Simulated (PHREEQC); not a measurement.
# Buffer: speciation

Make-up at 20 °C: 0.002 mol/kgw KH2PO4 and 0.035 mol/kgw Na2CO3. Closed to the air; pH follows from the charge balance.

Computed with PHREEQC (ion-association model, phreeqc.dat).

```
Item                          Result
--------------------  --------------
pH                             10.97
ionic strength        0.0893 mol/kgw
specific conductance      5020 µS/cm
density                  1.002 g/cm³
total alkalinity         70.0 meq/kg
```

```json
[
 {"species": "Na+", "molality": "0.0614", "activity": "0.0487", "log γ": "-0.101"},
 {"species": "CO3-2", "molality": "0.0235", "activity": "0.00946", "log γ": "-0.396"},
 {"species": "NaCO3-", "molality": "0.00842", "activity": "0.00664", "log γ": "-0.103"},
 {"species": "HCO3-", "molality": "0.00300", "activity": "0.00239", "log γ": "-0.099"},
 {"species": "K+", "molality": "0.00200", "activity": "0.00155", "log γ": "-0.111"},
 {"species": "HPO4-2", "molality": "0.00168", "activity": "0.000660", "log γ": "-0.406"},
 {"species": "OH-", "molality": "0.000831", "activity": "0.000642", "log γ": "-0.113"},
 {"species": "PO4-3", "molality": "0.000239", "activity": "2.52e-5", "log γ": "-0.978"},
 {"species": "NaHPO4-", "molality": "7.87e-5", "activity": "6.27e-5", "log γ": "-0.099"},
 {"species": "NaHCO3", "molality": "6.61e-5", "activity": "6.75e-5", "log γ": "0.009"},
 {"species": "KHPO4-", "molality": "2.50e-6", "activity": "1.99e-6", "log γ": "-0.099"},
 {"species": "H2PO4-", "molality": "1.46e-7", "activity": "1.16e-7", "log γ": "-0.099"},
 {"species": "CO2", "molality": "6.03e-8", "activity": "6.15e-8", "log γ": "0.009"}
]
```

No solid was allowed to form. Complexes and solids missing from the database can't appear.
